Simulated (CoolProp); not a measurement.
Oxygen along the isobar 7.04 MPa: fugacity coefficient from the reference equation and from simpler models built on Tc = 154.6 K, pc = 5.046 MPa, ω = 0.022; each cubic takes its own stable root.

Model: reference Helmholtz-energy equation of state, Schmidt 1985, in CoolProp.

| T (K) | phase | reference | van der Waals | Redlich-Kwong | Soave-Redlich-Kwong | Peng-Robinson |
|---|---|---|---|---|---|---|
| 132 | liquid | 0.2578 | 0.3507 | 0.2608 | (withheld) | 0.2521 |
| 141.9 | liquid | 0.3648 | 0.4389 | 0.3710 | 0.3711 | 0.3556 |
| 151.9 | liquid | 0.4835 | 0.5289 | 0.4893 | 0.4891 | 0.4684 |
| 161.8 | supercritical | 0.5981 | 0.6129 | 0.5982 | 0.5991 | 0.5737 |
| 171.8 | supercritical | 0.6792 | 0.6815 | 0.6758 | 0.6777 | 0.6496 |
| 181.7 | supercritical | 0.7334 | 0.7293 | 0.7292 | (withheld) | 0.7031 |
| 191.7 | supercritical | 0.7758 | 0.7665 | 0.7712 | 0.7756 | 0.7462 |
| 201.6 | supercritical | 0.8097 | 0.7966 | 0.8049 | 0.8105 | 0.7812 |
| 211.5 | supercritical | 0.8378 | 0.8217 | 0.8327 | 0.8395 | 0.8106 |
| 221.5 | supercritical | 0.8614 | 0.8432 | (withheld) | 0.8640 | 0.8358 |
| 231.4 | supercritical | 0.8812 | 0.8615 | 0.8759 | 0.8846 | 0.8571 |
| 241.4 | supercritical | 0.8983 | 0.8774 | 0.8928 | 0.9024 | 0.8756 |
| 251.3 | supercritical | 0.9127 | 0.8911 | 0.9072 | 0.9174 | 0.8914 |
| 261.3 | supercritical | 0.9253 | 0.9032 | 0.9196 | 0.9305 | 0.9053 |

**Question.** Some entries are withheld; supply them.

**Answer.** 
- 132, Soave-Redlich-Kwong: 0.2626
- 181.7, Soave-Redlich-Kwong: 0.7323
- 221.5, Redlich-Kwong: 0.8562
